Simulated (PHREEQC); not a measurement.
A solution holds 0.18 mol ZnSO4, 0.00037 mol HBF4 and 0.1 mol NaNO3 per kg of water, at 25 °C and 10 atm. Closed to the air; pH follows from the charge balance.

Model: ion-association model, phreeqc.dat, run in PHREEQC.

Each row changes one thing in this solution. Precipitation was switched off in this run.

```
case                                     pH  ionic strength (mol/kgw)  Zn+2 (mol/kgw)  SO4-2 (mol/kgw)  ZnSO4 (mol/kgw)  Zn(SO4)2-2 (mol/kgw)
-------------------------------------  ----  ------------------------  --------------  ---------------  ---------------  --------------------
as made                                3.42                     0.470          0.0958           0.0636           0.0587                0.0252
ZnSO4 from 0.18 to 0.36 mol/kgw        3.47                     0.805           0.181            0.108            0.116                0.0628
temperature from 25 to 20 °C           3.39                     0.472               …           0.0636           0.0577                0.0258
NaNO3 from 0.1 to 0.5 mol/kgw          3.37                     0.916           0.119                …           0.0458                     …
HBF4 from 0.00037 to 0.000555 mol/kgw  3.28                     0.471          0.0958           0.0635           0.0587                0.0252
NaNO3 from 0.1 to 1 mol/kgw            3.31                      1.44               …           0.0756           0.0344               0.00666
NaNO3 left out                         3.43                     0.351          0.0877           0.0591           0.0640                0.0281
HBF4 from 0.00037 to 3.7e-05 mol/kgw   4.33                     0.470          0.0957           0.0638           0.0589                0.0254
temperature from 25 to 45 °C           3.54                     0.465          0.0946           0.0640           0.0620                0.0231
```

Some entries are withheld; supply them.


- temperature from 25 to 20 °C, Zn+2 (mol/kgw): 0.0962
- NaNO3 from 0.1 to 0.5 mol/kgw, SO4-2 (mol/kgw): 0.0733
- NaNO3 from 0.1 to 0.5 mol/kgw, Zn(SO4)2-2 (mol/kgw): 0.0150
- NaNO3 from 0.1 to 1 mol/kgw, Zn+2 (mol/kgw): 0.139

The ionic strength passes 0.7 mol/kgw, the rough limit of the ion-association models, in ZnSO4 from 0.18 to 0.36 mol/kgw; NaNO3 from 0.1 to 0.5 mol/kgw; NaNO3 from 0.1 to 1 mol/kgw. At this temperature some constants are extrapolated from 25 °C, and those without enthalpy data are left unchanged. Real BF4- forms and hydrolyses slowly; the run takes it at equilibrium.
